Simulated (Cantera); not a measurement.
Input (Python, Cantera):

```python
import numpy as np
import cantera as ct

gas = ct.Solution("h2o2.yaml")
gas.TPX = 598, 110000, {'H2': 1, 'O2': 0.227, 'N2': 0.855, 'H2O': 0.057}
flame = ct.FreeFlame(gas, width=0.037)
flame.set_refine_criteria(ratio=3, slope=0.08, curve=0.16)
flame.transport_model = "mixture-averaged"
flame.solve(loglevel=0, auto=True)
z, T = flame.grid, flame.T
thick = (T[-1] - T[0]) / np.gradient(T, z).max()
show = ['H2', 'O2', 'H2O', 'O', 'OH', 'H']
print(f"laminar burning velocity  {flame.velocity[0] * 100:.3f} cm/s")
print(f"burnt temperature         {T[-1]:.1f} K")
print(f"thermal thickness         {thick * 1e3:.4f} mm")
print(f"grid points               {len(z)}")
z0 = z[flame.heat_release_rate.argmax()]
print(f"{'z/mm':>9s}{'T/K':>9s}{'u/(m/s)':>9s}" + "".join(f"{s:>11s}" for s in show))
rows = []
for k in (-3, -2, -1.5, -1, -0.5, -0.25, 0, 0.25, 0.5, 1, 2, 4, 8):
    zz = z0 + k * thick
    rows.append([k * thick, np.interp(zz, z, T), np.interp(zz, z, flame.velocity),
                 *(np.interp(zz, z, flame.X[gas.species_index(s)]) for s in show)])
    print(f"{rows[-1][0] * 1e3:9.3f}{rows[-1][1]:9.1f}{rows[-1][2]:9.3f}" + "".join(f"{x:11.3e}" for x in rows[-1][3:]))
```

Result:

```
laminar burning velocity  853.113 cm/s
burnt temperature         2174.4 K
thermal thickness         0.3962 mm
grid points               123
     z/mm      T/K  u/(m/s)         H2         O2        H2O          O         OH          H
   -1.189    598.0    8.531  4.675e-01  1.061e-01  2.665e-02  9.628e-16  3.379e-17  2.143e-15
   -0.792    598.0    8.531  4.675e-01  1.061e-01  2.665e-02  2.308e-13  8.245e-15  1.034e-12
   -0.594    598.0    8.531  4.675e-01  1.061e-01  2.665e-02  2.351e-11  9.161e-13  3.036e-10
   -0.396    598.1    8.532  4.675e-01  1.061e-01  2.665e-02  3.085e-09  3.166e-10  8.648e-08
   -0.198    624.3    8.860  4.634e-01  1.060e-01  2.805e-02  1.367e-05  7.434e-05  3.162e-04
   -0.099    837.8   11.632  4.330e-01  9.965e-02  4.771e-02  2.793e-04  5.678e-04  7.880e-03
    0.000   1216.8   16.450  3.440e-01  6.619e-02  1.214e-01  2.421e-03  1.800e-03  4.330e-02
    0.099   1479.2   19.830  2.608e-01  1.923e-02  2.123e-01  2.698e-03  3.329e-03  7.687e-02
    0.198   1594.8   21.275  2.387e-01  3.834e-03  2.435e-01  1.447e-03  3.613e-03  8.163e-02
    0.396   1701.6   22.541  2.409e-01  5.718e-04  2.517e-01  9.393e-04  3.878e-03  7.161e-02
    0.792   1810.4   23.789  2.501e-01  3.079e-04  2.545e-01  6.802e-04  3.884e-03  5.664e-02
    1.585   1916.7   24.980  2.594e-01  1.831e-04  2.575e-01  4.188e-04  3.495e-03  4.152e-02
    3.170   2007.3   25.971  2.673e-01  9.232e-05  2.605e-01  2.163e-04  2.793e-03  2.837e-02
```

Detailed kinetics in Cantera: the H2/O2 subset of GRI-Mech 3.0, which has no nitrogen chemistry. Burning velocities carry a grid error of a few per cent, more on coarse grids.
